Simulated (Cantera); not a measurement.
A freely propagating, adiabatic, planar premixed flame of C3H8 : O2 : N2 = 1 : 3.33 : 9.67 (molar parts), unburnt at 348 K and 760 Torr; mixture-averaged transport, grid criteria slope 0.08 and curve 0.16, no radiation.

Computed with Cantera and GRI-Mech 3.0 (53 species, 325 reactions). GRI-Mech 3.0 was tuned for natural gas; its chemistry of propane as a main component is partial and can be far from experiment. Burning velocities carry a grid error of a few per cent, more on coarse grids.

x: mole fraction of selected species; z is measured from the peak of heat release.

```tsv
z (mm)	T (K)	u (m/s)	x C3H8	x O2	x C2H	x CH2CO	x H2O	x H
-1.05	348	0.507	0.0713	0.237	<1e-8	<1e-8	1.53e-5	<1e-8
-0.702	349	0.511	0.0709	0.236	<1e-8	7.29e-8	0.000183	<1e-8
-0.526	358	0.527	0.0704	0.233	<1e-8	1.19e-6	0.00125	<1e-8
-0.351	440	0.662	0.0686	0.222	<1e-8	3.37e-5	0.0106	<1e-8
-0.175	937	1.49	0.0489	0.164	<1e-8	0.000683	0.0589	2.56e-5
-0.0877	?	2.31	?	?	?	?	?	?
0	1789	3.11	0.000570	0.0504	4.11e-6	0.00170	0.139	0.00316
0.0877	2009	3.52	7.85e-7	0.0189	1.05e-5	0.000382	0.159	0.00642
0.175	2097	3.68	<1e-8	0.00663	7.01e-6	6.80e-5	0.165	0.00798
0.351	2146	3.75	<1e-8	0.000967	1.57e-6	7.48e-6	0.165	0.00840
0.702	2164	3.78	<1e-8	?	?	?	0.163	?
1.40	2177	3.79	<1e-8	0.000109	<1e-8	<1e-8	0.163	0.00652
2.81	2191	3.81	<1e-8	6.66e-5	<1e-8	<1e-8	0.163	0.00505
```

### Question
Some entries are withheld; supply them.

### Answer

- -0.0877, T (K): 1383
- -0.0877, x C3H8: 0.0177
- -0.0877, x O2: 0.107
- -0.0877, x C2H: 7.71e-8
- -0.0877, x CH2CO: 0.00185
- -0.0877, x H2O: 0.100
- -0.0877, x H: 0.000439
- 0.702, x O2: 0.000170
- 0.702, x C2H: 1.01e-7
- 0.702, x CH2CO: 4.61e-7
- 0.702, x H: 0.00767
